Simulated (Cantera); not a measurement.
Input: 1 mol V, 0.075 mol H₂O, 48 mol H₂, equilibrated at 0.320 bar.

Method: chemical equilibrium by Gibbs-energy minimisation in Cantera with the NASA 1993 tables (ideal gas, pure condensed phases). Candidate condensed phases: H₂O, V, VO, V₂O₃, V₂O₄, V₂O₅; 12 gas species. Mutual solubility and eutectic melting of coexisting phases are not modelled. VO: taken at fixed stoichiometry. Condensed phases not in the tables: N, O or C dissolved in the metal. Rates play no part.

x: gas mole fraction; n: condensed amount in mol.

| T (°C) | x H₂ | x H | x H₂O | x V | n V(s) | n VO(s) | n VO(l) |
|---|---|---|---|---|---|---|---|
| 852 | 1.00 | 7.85e-8 | 1.32e-7 | <1e-12 | 0.925 | 0.0750 | 0 |
| 952 | 1.000 | 5.51e-7 | 6.01e-7 | <1e-12 | 0.925 | 0.0750 | 0 |
| 1052 | 1.000 | ___ | ___ | ___ | 0.925 | 0.0749 | 0 |
| 1152 | 1.000 | 1.21e-5 | 6.31e-6 | 3.23e-11 | 0.925 | 0.0747 | 0 |
| 1252 | 1.000 | 4.18e-5 | 1.60e-5 | 5.42e-10 | 0.926 | 0.0742 | 0 |
| 1352 | 1.000 | 0.000125 | 3.57e-5 | 6.41e-9 | 0.927 | 0.0733 | 0 |
| 1452 | 1.000 | ___ | ___ | ___ | 0.928 | 0.0715 | 0 |
| 1552 | 0.999 | 0.000778 | 0.000134 | 3.92e-7 | 0.931 | 0.0685 | 0 |
| 1652 | 0.998 | 0.00169 | 0.000232 | 2.21e-6 | 0.936 | 0.0637 | 0 |
| 1752 | 0.996 | 0.00340 | 0.000378 | 1.05e-5 | 0.943 | 0.0563 | 0 |
| 1852 | 0.993 | 0.00640 | 0.000532 | 4.25e-5 | 0.949 | 0 | 0.0474 |

Problem. Complete the blanks.

Solution. 
- 1452, x H: 0.000328
- 1452, x H₂O: 7.21e-5
- 1452, x V: 5.67e-8
- 1052, x H: 2.89e-6
- 1052, x H₂O: 2.14e-6
- 1052, x V: 1.25e-12
